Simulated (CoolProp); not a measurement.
A single-stage vapour-compression cycle with the fluid: evaporating at 276.15 K (dew point), condensing at 338.15 K (bubble point), superheat 5 K, subcooling 5 K, compressor efficiency 0.9, no pressure losses. The same conditions are run with several fluids, on thermodynamics alone (safety and materials aside).

Computed with CoolProp (reference Helmholtz-energy equation of state of each fluid (cis-2-butene: Lemmon 2005; isobutane: Bücker 2006; R245fa: Akasaka 2015; R11: Jacobsen 1992; carbonyl sulfide: Lemmon 2006; R142b: Lemmon 2006)).

```json
[
 {"fluid": "cis-2-butene", "cooling COP": "3.23", "pressure ratio": "6.65", "discharge temperature (K)": "351.6", "refrigerating effect (kJ/kg)": "292", "volumetric capacity (kJ/m³)": "717"},
 {"fluid": "isobutane", "cooling COP": "2.95", "pressure ratio": "5.59", "discharge temperature (K)": "338.5", "refrigerating effect (kJ/kg)": "218", "volumetric capacity (kJ/m³)": "1000"},
 {"fluid": "R245fa", "cooling COP": "3.08", "pressure ratio": "8.73", "discharge temperature (K)": "339.3", "refrigerating effect (kJ/kg)": "131", "volumetric capacity (kJ/m³)": "472"},
 {"fluid": "R11", "cooling COP": "3.36", "pressure ratio": "7.85", "discharge temperature (K)": "358.4", "refrigerating effect (kJ/kg)": "141", "volumetric capacity (kJ/m³)": "386"},
 {"fluid": "carbonyl sulfide", "cooling COP": "2.97", "pressure ratio": "4.34", "discharge temperature (K)": "392.5", "refrigerating effect (kJ/kg)": "191", "volumetric capacity (kJ/m³)": "3890"},
 {"fluid": "R142b", "cooling COP": "3.10", "pressure ratio": "6.11", "discharge temperature (K)": "349.5", "refrigerating effect (kJ/kg)": "144", "volumetric capacity (kJ/m³)": "1060"}
]
```
